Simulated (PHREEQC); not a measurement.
# Phosphoric acid bath: speciation

Make-up at 85 °C: 0.11 mol/kgw H3PO4, 0.0015 mol/kgw NaOH and 0.0021 mol/kgw NiSO4. Closed to the air; pH follows from the charge balance.

Model: ion-association model, wateq4f.dat, run in PHREEQC.

```
Item                      Result
----------------  --------------
pH                          1.77
ionic strength    0.0277 mol/kgw
total alkalinity     -108 meq/kg
```

```tsv
species	molality	activity	log γ
H3PO4	0.0871	0.0877	0.003
H2PO4-	0.0229	0.0193	-0.074
H+	0.0197	0.0170	-0.064
Ni+2	0.00205	0.00100	-0.311
HSO4-	0.00168	0.00141	-0.077
Na+	0.00150	0.00126	-0.076
SO4-2	0.000361	0.000180	-0.301
NiSO4	5.37e-5	5.41e-5	0.003
NaSO4-	1.85e-6	1.56e-6	-0.074
HPO4-2	1.86e-7	9.33e-8	-0.300
```

Precipitation was switched off in this run. H3PO4, which wateq4f.dat lacks, is added to it with the constant of phreeqc.dat. At this temperature some constants are extrapolated from 25 °C, and those without enthalpy data are left unchanged. The database has no phosphate complexes of Ni.
